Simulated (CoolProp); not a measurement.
Octamethyltrisiloxane (MDM) along the isobar 0.779 MPa: fugacity coefficient from the reference equation and from simpler models built on Tc = 565.4 K, pc = 1.438 MPa, ω = 0.528; each cubic takes its own stable root.

The numbers come from the reference Helmholtz-energy equation of state, Thol 2017 in CoolProp.

```
T (K)   phase  reference
-----  ------  ---------
205.5  liquid   4.416e-8
220.4  liquid   4.127e-7
235.2  liquid   2.726e-6
250    liquid   1.377e-5
264.8  liquid   5.581e-5
279.6  liquid  0.0001886
294.5  liquid  0.0005506
309.3  liquid   0.001403
324.1  liquid   0.003204
338.9  liquid   0.006663
353.7  liquid    0.01278
368.6  liquid    0.02295
383.4  liquid    0.03859
398.2  liquid    0.06153
413    liquid    0.09359
```

Task: How far does each simpler model (van der Waals, Redlich-Kwong, Soave-Redlich-Kwong, Peng-Robinson) lie from the reference over these 15 states: mean and median of the absolute difference, and the worst?

Result: 
- van der Waals: mean 972098.6 %, median 7006.9 %, worst +11455968.8 % at 205.5 K and 0.779 MPa
- Redlich-Kwong: mean 5069.6 %, median 942.1 %, worst +35248.7 % at 205.5 K and 0.779 MPa
- Soave-Redlich-Kwong: mean 17.6 %, median 6.1 %, worst +81.0 % at 205.5 K and 0.779 MPa
- Peng-Robinson: mean 38.6 %, median 15.7 %, worst +174.9 % at 205.5 K and 0.779 MPa
